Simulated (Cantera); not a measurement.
Input: 1 mol HMDSO, a varied amount of CO₂, 19 mol H₂, 0.68 mol O₃, held at 1725 K and 1330 Pa.

Cantera equilibrium calculation (NASA polynomials, part measured and part estimated; ideal gas, pure solids and liquids). Candidate condensed phases: C, C₆H₆, C₇H₈, C₈H₁₈, H₂O, Si, SiC, SiO₂; 123 gas species. The feed counts by its element totals alone. Rates play no part.

Task: At 4.5 mol CO₂, list the 4 most abundant gas species with their mole fractions, and the condensed phases.

Result: H₂ 0.698, CO 0.256, SiO 0.0442, H 0.00134. Condensed: SiC(s).
